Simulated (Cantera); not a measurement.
Mixture: CH₃OH : O₂ : N₂ = 1 : 0.938 : 3.52 (molar parts), equivalence ratio 1.6, at 4730 Torr, adiabatic and at constant pressure. Ignition delay is the time to a rise of 400 K.

Computed with Cantera and GRI-Mech 3.0 (53 species, 325 reactions). GRI-Mech 3.0 was tuned for natural gas; its chemistry of methanol as a main component is partial and can be far from experiment.

Task: Predict: delay at 1175 K; delay at 1325 K; delay at 1475 K; delay at 1625 K; apparent activation energy between 1550 and 1700 K.

Result: delay at 1175 K: 2.88 ms
delay at 1325 K: 0.285 ms
delay at 1475 K: 48.9 µs
delay at 1625 K: 12.8 µs
apparent activation energy between 1550 and 1700 K: 170 kJ/mol
